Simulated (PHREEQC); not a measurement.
**Buffer**

Dissolve 0.22 mol HF and 0.00022 mol NaF per kg of water at 25 °C. Closed to the air; pH follows from the charge balance.

Equilibrium calculation in PHREEQC: ion-association model, phreeqc.dat.

No solid was allowed to form.

Estimate the pH, ionic strength.

pH 1.82; ionic strength 0.0172 mol/kgw.

In which forms is F present?

HF 89 %, HF2- 6.7 %, F- 4.5 % of the F.

Complexes and solids missing from the database can't appear.
